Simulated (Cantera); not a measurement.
Charge: 1 mol S, 1.5 mol H₂O, 31 mol N₂, at 502 °C and 13.3 mbar.

Equilibrium computed with Cantera from the NASA thermochemical tables; the gas is ideal and each condensed phase is pure. Candidate condensed phases: H₂O, H₂SO₄, S; 35 gas species. Gases not in the tables: S₃ to S₇. Equilibrium is a limit: real reactors are often held back by kinetics, nucleation or transport.

Base state: N₂ 0.941, H₂O 0.0387, S₂ 0.0101, H₂S 0.00664, SO₂ 0.00339, H₂ 0.000186, S₂O 4.22e-5 (mole fractions); condensed: gas only.

Problem. What changes in the equilibrium state with this change: H₂O from 1.5 to 0.05 mol?

Solution. 
```
species    before     after
-------  --------  --------
N₂          0.941     0.983
S₂         0.0101    0.0153
H₂O        0.0387  0.000899
H₂S       0.00664  0.000671
H₂       0.000186   1.52e-5
SO₂       0.00339  0.000334
S₂O       4.22e-5   1.81e-5
```

Problem. What changes in the equilibrium state with this change: H₂O from 1.5 to 0.12 mol?

Solution. 
```json
[
 {"species": "N₂", "before": "0.941", "after": "0.981"},
 {"species": "S₂", "before": "0.0101", "after": "0.0148"},
 {"species": "H₂O", "before": "0.0387", "after": "0.00247"},
 {"species": "H₂S", "before": "0.00664", "after": "0.00129"},
 {"species": "H₂", "before": "0.000186", "after": "2.98e-5"},
 {"species": "SO₂", "before": "0.00339", "after": "0.000649"},
 {"species": "S₂O", "before": "4.22e-5", "after": "2.46e-5"}
]
```
